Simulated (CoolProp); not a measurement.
R1234ze(E) along the isobar 1.03 MPa: density (kg/m³) from the reference equation and from simpler models built on Tc = 382.5 K, pc = 3.635 MPa, ω = 0.313; each cubic takes its own stable root.

Values from CoolProp's reference Helmholtz-energy equation of state, Thol 2016.

| T (K) | phase | reference | van der Waals | Peng-Robinson |
|---|---|---|---|---|
| 238.6 | liquid | 1338 | 794.2 | 1367 |
| 246.5 | liquid | 1317 | 782.1 | 1347 |
| 254.4 | liquid | 1296 | 769.6 | 1326 |
| 262.3 | liquid | 1274 | 756.4 | 1304 |
| 270.2 | liquid | 1252 | 742.4 | 1280 |
| 278.1 | liquid | 1228 | 727.6 | 1254 |
| 286 | liquid | 1205 | 711.8 | 1227 |
| 293.9 | liquid | 1180 | 59.31 | 1197 |
| 301.8 | liquid | 1154 | 56.76 | 1165 |
| 309.7 | liquid | 1126 | 54.48 | 1130 |

At some of these states van der Waals gives the other phase, because its saturation line lies elsewhere.
